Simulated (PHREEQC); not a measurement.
A PHREEQC speciation (ion-association model, phreeqc.dat) at 25 °C gives pH 0.80 and these molalities:

```
species      mol/kgw
----------  --------
H+             0.202
HSO4-          0.178
SO4-2         0.0342
Mn+2          0.0206
MnSO4        0.00841
Zn+2         0.00225
ZnSO4        0.00108
Zn(SO4)2-2  0.000277
```

What are the element totals, and what could have been dissolved in 1 kg of water to give them?

Several could match; the one computed here: totals Mn(2) 0.0290, S(6) 0.223, Zn 0.00360 mol/kgw, from 0.19 mol H2SO4, 0.0036 mol ZnSO4 and 0.029 mol MnSO4 per kg of water.

This is a speciation only: nothing precipitates in the calculation. Species that the database lacks are ignored.
